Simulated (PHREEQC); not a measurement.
A solution holds 30 mmol/kgw Ni(NO3)2, 0.065 mmol/kgw H3BO3 and 1.5 mmol/kgw H2SO4, at 50 °C. Closed to the air; pH follows from the charge balance.

All values are PHREEQC results (ion-association model, wateq4f.dat), not measurements.

```json
[
 {"quantity": "pH", "before": "2.63", "after": "2.61"},
 {"quantity": "ionic strength (mol/kgw)", "before": "0.0916", "after": "0.00372"},
 {"quantity": "SO4-2 (mol/kgw)", "before": "0.000709", "after": "0.00111"},
 {"quantity": "HSO4- (mol/kgw)", "before": "0.000140", "after": "0.000391"}
]
```

Question: Name the change that produced these shifts.
A) H3BO3 replaced by Na2B4O7 at the same molality
B) diluted 2-fold with water
C) temperature from 50 to 30 °C
D) H3BO3 left out
E) Ni(NO3)2 left out

Answer: E, Ni(NO3)2 left out

No solid was allowed to form. At this temperature some constants are extrapolated from 25 °C, and those without enthalpy data are left unchanged.
